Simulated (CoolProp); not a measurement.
Decamethyltetrasiloxane (MD2M) along the isotherm 600 K: fugacity coefficient from the reference equation and from simpler models built on Tc = 599.4 K, pc = 11.44 bar, ω = 0.635; each cubic takes its own stable root.

Model: reference Helmholtz-energy equation of state, Thol 2017, in CoolProp.

```
p (bar)          phase  reference
-------  -------------  ---------
1.43               gas     0.9603
2.86               gas     0.9211
4.29               gas     0.8823
5.72               gas     0.8435
7.15               gas     0.8046
8.58               gas     0.7649
10                 gas     0.7239
12.9     supercritical     0.6165
14.3     supercritical     0.5678
15.7     supercritical     0.5276
17.2     supercritical     0.4917
```

**Question.** How far does each simpler model (van der Waals, Soave-Redlich-Kwong) lie from the reference over these 11 states: mean and median of the absolute difference, and the worst?

**Answer.** 
- van der Waals: mean 2.8 %, median 1.7 %, worst +7.2 % at 600 K and 17.2 bar
- Soave-Redlich-Kwong: mean 0.8 %, median 0.8 %, worst -1.6 % at 600 K and 10 bar
